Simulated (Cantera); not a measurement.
An isothermal, constant-pressure homogeneous reactor starts with 6.25 % H₂, 7.81 % O₂, 85.9 % N₂, equivalence ratio 0.40, at 1248 K and 11000 Pa.

Cantera simulation using the H2/O2 subset of GRI-Mech 3.0, which has no nitrogen chemistry; the numbers are that mechanism's predictions, not measurements. The temperature is held fixed by assumption; the heat of reaction is taken as removed at once.

One state of this run: x H₂ = 4.78e-7; x O₂ = 0.0484; x HO₂ = 1.21e-8; x O = 7.13e-7; x H = 1.53e-8. x: mole fraction; the columns are a selection and need not sum to one.

Task: Which value of t (s) does it belong to?
A) 1.00e-5
B) 0.00577
C) 0.679
D) 0.139

Result: C, 0.679
